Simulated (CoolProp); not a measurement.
A Linde-Hampson liquefier for ethylene: isothermal reversible compression at 320 K from 1 atm to 25 MPa, throttling to 1 atm, return gas leaving the recuperator 0 K below the feed. Each further row changes one setting.

Model: reference Helmholtz-energy equation of state, Smukala 2000, in CoolProp.

```json
[
 {"case": "as stated", "liquid yield per pass": "0.426", "compression work (kJ/kg of gas)": "432"},
 {"case": "high pressure 50 MPa", "liquid yield per pass": "…", "compression work (kJ/kg of gas)": "…"},
 {"case": "warm-end temperature 350 K", "liquid yield per pass": "…", "compression work (kJ/kg of gas)": "…"},
 {"case": "warm-end gap 5 K", "liquid yield per pass": "…", "compression work (kJ/kg of gas)": "432"}
]
```

Fill in the missing entries.


- high pressure 50 MPa, liquid yield per pass: 0.420
- high pressure 50 MPa, compression work (kJ/kg of gas): 491
- warm-end temperature 350 K, liquid yield per pass: 0.349
- warm-end temperature 350 K, compression work (kJ/kg of gas): 498
- warm-end gap 5 K, liquid yield per pass: 0.419
